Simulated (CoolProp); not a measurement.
Vapour-liquid equilibrium of n-octane (1) + n-dodecane (2) at 465.1 K; x and y are mole fractions of (1).

Computed with CoolProp (multi-fluid Helmholtz-energy mixture model, Beckmüller 2019 and Lemmon 2004; pair parameters Bell 2016).

```
x     bubble pressure (bar)  y at the bubble point  dew pressure at overall composition x (bar)  liquid density (mol/L)
----  ---------------------  ---------------------  -------------------------------------------  ----------------------
0.05                 0.7134                  0.261                                          ___                   3.664
0.15                  1.061                  0.544                                       0.6314                   3.764
0.25                  1.428                  0.694                                       0.7040                   3.867
0.35                  1.814                  0.786                                          ___                   3.974
0.45                  2.219                  0.848                                       0.9132                   4.085
0.55                  2.641                  0.893                                        1.072                   4.199
0.65                  3.080                    ___                                        1.297                     ___
0.75                  3.533                  0.953                                        1.642                   4.436
0.85                  4.000                  0.975                                        2.232                   4.556
0.95                  4.481                  0.992                                        3.468                   4.675
```

Q: What belongs in the gaps?

A: 
- 0.05, dew pressure at overall composition x (bar): 0.5723
- 0.35, dew pressure at overall composition x (bar): 0.7952
- 0.65, y at the bubble point: 0.927
- 0.65, liquid density (mol/L): 4.316

No azeotrope shows between x = 0.05 and 0.95.

The pair parameters rest on a limited set of measurements; away from them the model extrapolates.
